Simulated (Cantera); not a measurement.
**Ignition delay**

Mixture: 10.9 % CH₄, 16.8 % O₂, 72.3 % N₂, at 0.900 bar, adiabatic and at constant pressure. Ignition delay is the time to a rise of 400 K.

Cantera simulation using GRI-Mech 3.0 (53 species, 325 reactions); the numbers are that mechanism's predictions, not measurements.

```
T0 (K)  delay (ms)
------  ----------
1150           137
1225          45.9
1300          16.6
1375          6.47
1450          2.70
1525          1.22
1600         0.606
1675         0.326
1750         0.189
```

```yaml
apparent activation energy between 1600 and 1750 K: 180 kJ/mol
```
